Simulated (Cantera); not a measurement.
Cantera run:

```python
import numpy as np
import cantera as ct

gas_names = """
    H HNO HNO2 HNO3 HO2 H2 H2O H2O2 N NH NH2 NH3 NH2OH NO NO2 NO3 N2 N2H2 N2H4 N2O O OH O2 O3 Si SiH
    SiH2 SiH3 SiH4 SiN SiO SiO2 Si2 Si2N Si3
""".split()
cond_names = """
    H2O(s) H2O(L) Si(cr) Si(L) SiO2(Lqz) SiO2(hqz) SiO2(L) Si2N2O(s) Si3N4(a)
""".split()


# ... load() reads the species with a 1 bar reference pressure and builds the phases ...
atoms = {
    'Si': {'Si': 1},
    'H2O': {'H': 2, 'O': 1},
    'N2': {'N': 2},
}
top_T = {'Si2N2O(s)': 2100, 'Si3N4(a)': 2400}  # K; cautious upper limits of use, not melting points


# ... equilibrate(T, P, feed) seeds the gas with the atoms and calls Mixture.equilibrate('TP', solver="vcs", rtol=1e-11, max_steps=5000) ...
results = []
feed = {'Si': 1, 'H2O': 0.002, 'N2': 3.8}  # mol
P = 13332.2  # Pa
for T in [1623, 1673, 1723, 1773, 1823, 1873, 1923, 1973, 2023, 2073, 2123, 2173, 2223]:
    mix = equilibrate(T, P, feed)
    results.append((T, P, feed, dict(zip(mix.species_names, mix.species_moles))))

top = {s: max(r[3][s] / sum(r[3][g] for g in gas_names) for r in results) for s in gas_names}
cols = sorted((s for s in top if top[s] > 0.0001), key=lambda s: -top[s])[:5]
seen = [c for c in cond_names if any(r[3].get(c, 0) > 1e-12 for r in results)]
print("log10 of partial pressures in bar; condensed amounts in mol")
print(f"{'T/K':>10s}" + "".join(f"{s[:9]:>10s}" for s in cols + seen))
for T, P, feed, n in results:
    ng = sum(n[g] for g in gas_names)
    print(f"{T:10.4g}" + "".join(f"{np.log10(max(n[s] / ng * P / 1e5, 1e-99)):10.3f}" for s in cols)
          + "".join(f"{n.get(c, 0):10.4g}" for c in seen))
```

It prints:

```
log10 of partial pressures in bar; condensed amounts in mol
       T/K        N2        Si       SiO        H2         H     Si(L) Si2N2O(s)  Si3N4(a)
      1623    -0.875    -8.458    -5.692    -4.072    -6.196         0  0.001952     0.332
      1673    -0.875    -7.797    -5.139    -4.073    -5.980         0  0.001829    0.3321
      1723    -0.875    -7.174    -4.619    -4.075    -5.776         0  0.001435    0.3322
      1773    -0.876    -6.588    -4.130    -4.077    -5.585         0 0.0002548    0.3326
      1823    -0.876    -6.034    -4.071    -4.081    -5.404         0         0    0.3327
      1873    -0.876    -5.510    -4.071    -4.086    -5.233         0         0    0.3326
      1923    -0.876    -5.014    -4.071    -4.093    -5.073         0         0    0.3326
      1973    -0.876    -4.544    -4.071    -4.103    -4.922         0         0    0.3324
      2023    -0.876    -4.245    -4.155    -4.205    -4.824    0.9958         0         0
      2073    -0.876    -4.001    -4.155    -4.224    -4.692    0.9943         0         0
      2123    -0.876    -3.770    -4.155    -4.250    -4.570    0.9918         0         0
      2173    -0.877    -3.548    -4.155    -4.284    -4.458    0.9879         0         0
      2223    -0.877    -3.337    -4.156    -4.327    -4.357    0.9818         0         0
```

Cantera equilibrium calculation (NASA polynomials, part measured and part estimated; ideal gas, pure solids and liquids). Mutual solubility and eutectic melting of coexisting phases are not modelled. The tables' values for SiN are old estimates; treat these amounts as uncertain.
